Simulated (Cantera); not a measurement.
# Iron carbonyl, mercury and lead vapours: Fe(CO)₅ + O₂ + H₂ + N₂

Charge: 1 mol Fe(CO)₅, 0.08 mol O₂, 45 mol H₂, 0.00032 mol N₂, at 10.0 mbar.

Method: chemical equilibrium by Gibbs-energy minimisation in Cantera with the NASA 1993 tables (ideal gas, pure condensed phases). Candidate condensed phases: C, C₆H₆, C₇H₈, C₈H₁₈, Fe, Fe(CO)₅, FeO, Fe(OH)₂, Fe(OH)₃, Fe₂O₃, Fe₃O₄, H₂O; 140 gas species. Rates play no part.

| T (°C) | x H₂ | x CO | x H₂O | x CH₄ | x CO₂ | n Fe(α) | n Fe(γ) |
|---|---|---|---|---|---|---|---|
| 575 | 0.893 | 0.0939 | 0.00625 | 0.00505 | 0.00203 | 1.00 | 0 |
| 625 | 0.896 | 0.0978 | 0.00377 | 0.00151 | 0.000956 | 1.00 | 0 |
| 675 | 0.897 | 0.0991 | 0.00300 | 0.000396 | 0.000599 | 1.00 | 0 |
| 725 | 0.897 | 0.0995 | 0.00284 | 0.000101 | 0.000456 | 1.00 | 0 |
| 775 | 0.897 | 0.0996 | 0.00285 | 2.75e-5 | 0.000376 | 1.00 | 0 |
| 825 | 0.897 | 0.0997 | 0.00289 | 8.36e-6 | 0.000319 | 1.00 | 0 |
| 875 | 0.897 | 0.0997 | 0.00293 | 2.81e-6 | 0.000275 | 1.00 | 0 |
| 925 | 0.897 | 0.0998 | 0.00296 | 1.04e-6 | 0.000241 | 0 | 1.00 |
| 975 | 0.897 | 0.0998 | 0.00299 | 4.13e-7 | 0.000213 | 0 | 1.000 |
| 1025 | 0.897 | 0.0998 | 0.00301 | 1.77e-7 | 0.000191 | 0 | 1.000 |
| 1075 | 0.897 | 0.0998 | 0.00303 | 8.10e-8 | 0.000172 | 0 | 1.000 |
| 1125 | 0.897 | 0.0998 | 0.00304 | 3.92e-8 | 0.000157 | 0 | 1.000 |
| 1175 | 0.897 | 0.0999 | 0.00306 | 1.99e-8 | 0.000144 | 0 | 1.000 |
x: gas mole fraction; n: condensed amount in mol.

From 575 °C to 875 °C the condensed part is Fe(α). From 925 °C to 1175 °C the condensed part is Fe(γ).
